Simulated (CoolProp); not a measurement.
Computed with CoolProp (reference Helmholtz-energy equation of state, Bücker 2006).

For isobutane, give the phase and the Prandtl number at 437.8 K and 202 kPa.


- 437.8 K and 202 kPa: gas; Prandtl number 0.737

Viscosity comes from a separate model (Vogel 2000). Thermal conductivity comes from a separate model (Perkins 2002).
